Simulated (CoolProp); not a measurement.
Octamethylcyclotetrasiloxane (D4) along the isobar 0.346 MPa: fugacity coefficient from the reference equation and from simpler models built on Tc = 586.5 K, pc = 1.347 MPa, ω = 0.598; each cubic takes its own stable root.

Values from CoolProp's reference Helmholtz-energy equation of state, Thol 2015.

```tsv
T (K)	phase	reference
438.7	liquid	0.2170
460.4	liquid	0.3630
482.2	liquid	0.5669
525.7	gas	0.8647
547.4	gas	0.8840
569.2	gas	0.9000
591	gas	0.9134
```

Task: How far does each simpler model (van der Waals, Soave-Redlich-Kwong, Peng-Robinson) lie from the reference over these 7 states: mean and median of the absolute difference, and the worst?

Result: 
- van der Waals: mean 70.7 %, median 4.2 %, worst +291.2 % at 438.7 K and 0.346 MPa
- Soave-Redlich-Kwong: mean 0.8 %, median 0.5 %, worst +1.9 % at 482.2 K and 0.346 MPa
- Peng-Robinson: mean 0.6 %, median 0.6 %, worst +1.0 % at 438.7 K and 0.346 MPa

At some of these states van der Waals gives the other phase, because its saturation line lies elsewhere.
